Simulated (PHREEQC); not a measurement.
Consider water at 25 °C with 1 mol/kgw NaOH, 0.069 mol/kgw Na2B4O7 and 2.7 mol/kgw KBr. Closed to the air; pH follows from the charge balance.

Computed with PHREEQC (Pitzer model, pitzer.dat).

```csv
quantity,before,after
pH,13.85,9.24
B(OH)3 (mol/kgw),9.35e-6,0.0563
```

Q: What was changed between the two runs?
A. diluted 10-fold with water
B. NaOH from 1 to 0.9 mol/kgw
C. NaOH replaced by NaCl at the same molality
D. KBr from 2.7 to 4.05 mol/kgw
E. Na2B4O7 from 0.069 to 0.0069 mol/kgw

A: C, NaOH replaced by NaCl at the same molality

This is a speciation only: nothing precipitates in the calculation. In brines, pH and single-ion activities rest on the MacInnes convention.
